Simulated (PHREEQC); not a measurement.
Dissolve 0.033 mol/kgw HF and 0.00037 mol/kgw K2HPO4 at 25 °C. Closed to the air; pH follows from the charge balance.

All values are PHREEQC results (ion-association model, phreeqc.dat), not measurements.

This is a speciation only: nothing precipitates in the calculation.

Order these F species by the share of F that they hold, largest first: HF, HF2-, F-.

HF (83 %), F- (14 %), HF2- (2.9 %)

The pH is 2.37 and the ionic strength 0.00534 mol/kgw.
